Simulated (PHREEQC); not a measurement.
Solution (25 °C): 94 mmol/kgw H2SO4, 0.39 mmol/kgw CuSO4 and 94 mmol/kgw MgSO4. It is in equilibrium with CO2 at log p = -2 (atm). Otherwise closed; pH follows from the charge balance.

The numbers come from PHREEQC with the ion-association model, phreeqc.dat.

Task: The ionic strength comes out as 0.289 mol/kgw. What activity coefficients do Mg+2, Cu+2, SO4-2, H+, HSO4- get?

Result: Mg+2 0.32, Cu+2 0.29, SO4-2 0.25, H+ 0.78, HSO4- 0.73.

Precipitation was switched off in this run.
